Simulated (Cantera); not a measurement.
A perfectly stirred reactor is fed with 1.27 % CO, 1.36 % O2, 0.00974 % H2O, 97.4 % N2, equivalence ratio 0.46, at 5.00 bar; it is held at 1100 K, and followed from long to short residence time.

Detailed kinetics in Cantera: GRI-Mech 3.0 (53 species, 325 reactions).

x: mole fraction; the columns are a selection and need not sum to one.

```
τ (s)       x CO    x O2    x H2O     x N2O     x HO2     x CO2       x H
-------  -------  ------  -------  --------  --------  --------  --------
5.5      0.00562  0.0101  9.68e-5   1.63e-6   4.20e-7   0.00708   3.98e-9
1.7      0.00919  0.0119  9.65e-5   8.69e-7   4.29e-7   0.00348   5.10e-9
0.50      0.0116  0.0131  9.67e-5   2.92e-7   3.77e-7   0.00111   4.88e-9
0.15      0.0124  0.0135  9.70e-5   7.11e-8   2.75e-7  0.000257   3.58e-9
0.046     0.0126  0.0136  9.73e-5   8.45e-9   9.67e-8   2.79e-5   1.21e-9
0.014     0.0127  0.0136  9.74e-5  3.29e-10       ___       ___  6.29e-11
0.0042    0.0127  0.0136  9.74e-5  6.49e-11  9.99e-10       ___  1.34e-11
0.0013    0.0127  0.0136  9.74e-5  1.55e-11  2.37e-10   1.93e-8  3.85e-12
0.00038   0.0127  0.0136  9.74e-5  2.82e-12  4.22e-11   4.39e-9  1.12e-12
0.00011   0.0127  0.0136  9.74e-5    <1e-12  4.99e-12   1.01e-9    <1e-12
```

### Question
Fill in the missing entries.

### Answer

- 0.014, x HO2: 5.05e-9
- 0.014, x CO2: 6.39e-7
- 0.0042, x CO2: 8.66e-8
